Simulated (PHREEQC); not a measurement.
**Leach liquor: speciation**

A solution holds 0.088 mol/kgw HCl, 0.055 mol/kgw CuSO4 and 0.031 mol/kgw Na2SO4, at 49 °C. Closed to the air; pH follows from the charge balance.

Model: ion-association model, phreeqc.dat, run in PHREEQC.

Each row changes one thing in this solution. No solid was allowed to form.

```tsv
case	pH	ionic strength (mol/kgw)	Cl- (mol/kgw)	HSO4- (mol/kgw)	Cu+2 (mol/kgw)	SO4-2 (mol/kgw)
as made	1.49	0.234	0.0811	0.0466	0.0342	0.0232
Na2SO4 left out	1.37	0.187	0.0799	0.0338	0.0378	0.0119
diluted 5-fold with water	2.03	0.0546	0.0171	0.00657	0.00775	0.00763
temperature from 49 to 20 °C	1.40	0.250	(withheld)	0.0376	(withheld)	0.0294
temperature from 49 to 50 °C	1.49	0.233	0.0808	0.0469	0.0341	0.0231
temperature from 49 to 85 °C	(withheld)	0.208	0.0697	(withheld)	0.0282	0.0163
```

Problem. What belongs in the gaps?

Solution. 
- temperature from 49 to 20 °C, Cl- (mol/kgw): 0.0859
- temperature from 49 to 20 °C, Cu+2 (mol/kgw): 0.0363
- temperature from 49 to 85 °C, pH: 1.65
- temperature from 49 to 85 °C, HSO4- (mol/kgw): 0.0590

Constants without temperature data keep their 25 °C values here.
